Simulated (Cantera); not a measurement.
A closed system holds: 1 mol Ta, a varied amount of CH4, 280 mol H2, at 2400 K and 8400 Pa.

Cantera equilibrium calculation (NASA polynomials, part measured and part estimated; ideal gas, pure solids and liquids). Candidate condensed phases: C, C6H6, C7H8, C8H18, Ta, TaC; 77 gas species. TaC: taken at fixed stoichiometry. Condensed phases not in the tables: Ta2C. The numbers say what is thermodynamically allowed, not how fast it happens.

Q: At 2.6 mol CH4, list the 3 most abundant gas species with their mole fractions, and the condensed phases.

A: H2 0.944, H 0.0533, C2H2 (acetylene) 0.00270. Condensed: TaC(s).
